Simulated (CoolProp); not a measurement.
Values from CoolProp's reference Helmholtz-energy equation of state, Span 2000.

For nitrogen, give the phase and the speed of sound (m/s), viscosity (µPa s) at 487.35 °C and 36.6 kPa; -113.95 °C and 32.7 kPa; 410.15 °C and 5170 kPa.


- 487.35 °C and 36.6 kPa: gas; speed of sound 555, viscosity 34.7
- -113.95 °C and 32.7 kPa: gas; speed of sound 257, viscosity 10.6
- 410.15 °C and 5170 kPa: supercritical; speed of sound 541, viscosity 32.6

Viscosity comes from a separate model (Lemmon 2004).
